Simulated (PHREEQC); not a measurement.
A PHREEQC input (ion-association model, phreeqc.dat):

```
SOLUTION 1
  temp 25
  units mg/kgw
  pH 6.44
  pe 8.8
  Na 1.73
  K 1.08
  Ca 0.5
  Mg 0.0726
  Cl 3.02
  S(6) 0.244 as SO4
  Alkalinity 2.7 as HCO3
  Pb 0.00393
  Li 0.000213
  Sr 0.0182
  O(0) 0.000732
END
USE solution 1
EQUILIBRUM_PHASES 1
  Quartz 0 0.5
  CO2(g) -3.4 10
END
```

The run finishes with these warnings:
```
WARNING: Unknown input, no keyword has been specified.
WARNING: 	  Quartz 0 0.5
WARNING: 	  CO2(g) -3.4 10
```

Its last state differs from that of the intended input:

```tsv
quantity	as run	intended
pH	6.44	6.86
CO2 (mol/kgw)	3.59e-5	1.36e-5
CO3-2 (mol/kgw)	6.01e-9	1.56e-8
Pb+2 (mol/kgw)	1.60e-8	1.34e-8
PbCO3 (mol/kgw)	1.49e-9	3.24e-9
SI of Pb(OH)2 (Pb(OH)2)	-3.09	-2.33
SI of Cerussite (PbCO3)	-2.94	-2.60
```

The fault: the keyword misspelt. The line should read `EQUILIBRIUM_PHASES 1` where the input has `EQUILIBRUM_PHASES 1`.
